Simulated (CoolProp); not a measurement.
Properties of water at several states (Tc = 647.1 K, pc = 22.06 MPa, ω = 0.344).

Computed with CoolProp (reference Helmholtz-energy equation of state, Wagner 2002).

| T (K) | p (MPa) | phase | cv (kJ/(kg K)) | isothermal compressibility (1/MPa) |
|---|---|---|---|---|
| 997.4 | 10.5 | gas | [?] | [?] |
| 905 | 1.39 | gas | [?] | 0.7234 |
| 323.4 | 0.0232 | liquid | 4.025 | [?] |
| 949.7 | 9.27 | gas | [?] | [?] |

### Question
What belongs in the gaps?

### Answer

- 997.4, cv (kJ/(kg K)): 1.886
- 997.4, isothermal compressibility (1/MPa): 0.09794
- 905, cv (kJ/(kg K)): 1.773
- 323.4, isothermal compressibility (1/MPa): 0.0004419
- 949.7, cv (kJ/(kg K)): 1.856
- 949.7, isothermal compressibility (1/MPa): 0.1113
